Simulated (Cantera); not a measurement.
A perfectly stirred reactor is fed with CH₄ : H₂O = 1 : 3.9 (molar parts), at 10000 Pa; it is held at 1375 K, and followed from long to short residence time.

Computed with Cantera and GRI-Mech 3.0 (53 species, 325 reactions).

**Question.** Predict: x(CH₄) at τ = 26.0 s; x(H₂O) at τ = 26.0 s; x(CH₃) at τ = 26.0 s; x(CH₂) at τ = 26.0 s; x(CH₄) at τ = 77.0 ms; x(H₂O) at τ = 77.0 ms; x(CH₃) at τ = 77.0 ms.

**Answer.** 
```
Item                    Result
---------------------  -------
x(CH₄) at τ = 26.0 s     0.125
x(H₂O) at τ = 26.0 s     0.723
x(CH₃) at τ = 26.0 s   4.34e-5
x(CH₂) at τ = 26.0 s   1.21e-9
x(CH₄) at τ = 77.0 ms    0.204
x(H₂O) at τ = 77.0 ms    0.796
x(CH₃) at τ = 77.0 ms  5.35e-5
```
